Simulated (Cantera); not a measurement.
**Equilibrium for titanium nitride, carbide and oxide coatings: TiCl4 + CH4**

Charge: 1 mol TiCl4, a varied amount of CH4, equilibrated at 1475 K and 1.33 mbar.

Equilibrium computed with Cantera from the NASA thermochemical tables; the gas is ideal and each condensed phase is pure. Candidate condensed phases: C, C6H6, C7H8, C8H18, Ti, TiC, TiCl2, TiCl3, TiCl4; 96 gas species. The tables' values for TiCl2 are old estimates; treat these amounts as uncertain. TiC: taken at fixed stoichiometry. Equilibrium is a limit: real reactors are often held back by kinetics, nucleation or transport.

```tsv
n(CH4) (mol)	log p HCl	log p H2	log p TiCl3	log p TiCl4	log p Cl	log p TiCl2	n C(graphite)	n TiC(s)
0.13	-3.35	-5.51	-3.35	-3.37	-5.57	-6.08	0.130	0
0.18	-3.27	-4.78	-3.28	-3.60	-5.87	-5.71	0.180	0
0.26	-3.19	-4.44	-3.33	-3.74	-5.95	-5.69	0.194	0.0657
0.37	-3.11	-4.22	-3.44	-3.87	-5.98	-5.76	0.203	0.167
0.52	-3.06	-4.02	-3.57	-4.05	-6.03	-5.84	0.226	0.294
0.74	-3.02	-3.82	-3.75	-4.29	-6.09	-5.97	0.283	0.457
1	-3.01	-3.66	-3.96	-4.57	-6.16	-6.11	0.387	0.613
1.5	-3.03	-3.45	-4.35	-5.10	-6.29	-6.37	0.693	0.806
2.1	-3.09	-3.29	-4.76	-5.64	-6.43	-6.64	1.19	0.909
3	-3.19	-3.17	-5.24	-6.27	-6.58	-6.96	2.04	0.961
```
log p: log10 of the partial pressure in bar; n: condensed amount in mol.

From 0.13 mol CH4 to 0.18 mol CH4 the condensed part is C(graphite). From 0.26 mol CH4 to 3 mol CH4 the condensed part is C(graphite) + TiC(s). The main Ti-bearing gas is TiCl3 throughout.
